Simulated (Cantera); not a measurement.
A closed system holds: 1 mol AlN, 1.2 mol Cl2, 9.4 mol H2, equilibrated at 0.0900 Torr.

Method: chemical equilibrium by Gibbs-energy minimisation in Cantera with the NASA 1993 tables (ideal gas, pure condensed phases). Candidate condensed phases: Al, AlCl3, AlN, NH4Cl; 20 gas species. The tables' values for AlCl2 are old estimates; treat these amounts as uncertain. The numbers say what is thermodynamically allowed, not how fast it happens. All values below are at 1798 K.

Base state: H2 0.727, HCl 0.114, AlCl 0.0834, N2 0.0425, H 0.0274, Cl 0.00330, AlCl2 0.00126, Al 0.000244 (mole fractions); condensed: gas only.

### Question
What changes in the equilibrium state with this change: pressure from 0.0900 Torr to 1.00 Torr?

### Answer
```csv
species,before,after
H2,0.727,0.747
HCl,0.114,0.114
AlCl,0.0834,0.0813
H,0.0274,0.00834
AlCl2,0.00126,0.00404
N2,0.0425,0.0430
AlCl3,5.90e-5,0.000620
Cl,0.00330,0.000976
Al,0.000244,7.24e-5
```
